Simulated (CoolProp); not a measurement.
Properties of R1234yf along the isobar 1.53 MPa (Tc = 367.8 K, pc = 3.384 MPa, ω = 0.276).

Values from CoolProp's reference Helmholtz-energy equation of state, Lemmon 2022.

| T (K) | phase | cv (kJ/(kg K)) | Prandtl number |
|---|---|---|---|
| 343 | gas | 0.9671 | 0.982 |
| 347.8 | gas | 0.9693 | 0.956 |
| 352.6 | gas | 0.9722 | 0.935 |
| 357.4 | gas | 0.9757 | 0.918 |
| 362.2 | gas | 0.9797 | 0.902 |
| 367 | gas | … | 0.889 |
| 371.7 | gas | 0.9886 | 0.878 |
| 376.5 | gas | 0.9935 | 0.868 |
| 381.3 | gas | 0.9986 | 0.860 |
| 386.1 | gas | 1.004 | 0.852 |
| 390.9 | gas | 1.009 | 0.845 |
| 395.7 | gas | … | 0.839 |
| 400.4 | gas | 1.020 | 0.834 |
| 405.2 | gas | 1.026 | 0.829 |
| 410 | gas | 1.032 | … |

Question: What belongs in the gaps?

Answer: 
- 367, cv (kJ/(kg K)): 0.9840
- 395.7, cv (kJ/(kg K)): 1.015
- 410, Prandtl number: 0.824

Viscosity comes from a separate model (Bell 2016), an estimate that may be off by 10 % or more. Thermal conductivity comes from a separate model (Perkins 2011).
